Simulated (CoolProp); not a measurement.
Octamethylcyclotetrasiloxane (D4) along the isobar 0.634 MPa: fugacity coefficient from the reference equation and from simpler models built on Tc = 586.5 K, pc = 1.347 MPa, ω = 0.598; each cubic takes its own stable root.

Values from CoolProp's reference Helmholtz-energy equation of state, Thol 2015.

| T (K) | phase | reference | van der Waals | Redlich-Kwong | Soave-Redlich-Kwong | Peng-Robinson |
|---|---|---|---|---|---|---|
| 296.5 | liquid | 0.0002028 | 0.06959 | 0.006107 | 0.0002365 | 0.0002784 |
| 318.1 | liquid | 0.0008959 | 0.1070 | 0.01497 | 0.0009815 | 0.001104 |
| 339.7 | liquid | 0.003099 | 0.1552 | 0.03170 | 0.003263 | 0.003542 |
| 361.3 | liquid | 0.008816 | 0.2149 | 0.05971 | 0.009066 | 0.009569 |
| 383 | liquid | 0.02148 | 0.2864 | 0.1026 | 0.02182 | 0.02253 |
| 404.6 | liquid | 0.04575 | 0.3686 | 0.1627 | 0.04625 | 0.04695 |
| 426.2 | liquid | 0.08748 | 0.4610 | 0.2421 | 0.08848 | 0.08866 |
| 447.8 | liquid | 0.1528 | 0.5625 | 0.3413 | 0.1551 | 0.1539 |
| 469.4 | liquid | 0.2473 | 0.6714 | 0.4598 | 0.2521 | 0.2483 |
| 491 | liquid | 0.3748 | 0.7848 | 0.5952 | 0.3836 | 0.3761 |
| 512.6 | liquid | 0.5365 | 0.8067 | 0.7439 | 0.5506 | 0.5381 |
| 534.3 | liquid | 0.7311 | 0.8254 | 0.7948 | 0.7497 | 0.7316 |
| 555.9 | gas | 0.8001 | 0.8416 | 0.8172 | 0.8067 | 0.7919 |

At some of these states van der Waals, Redlich-Kwong gives the other phase, because its saturation line lies elsewhere.
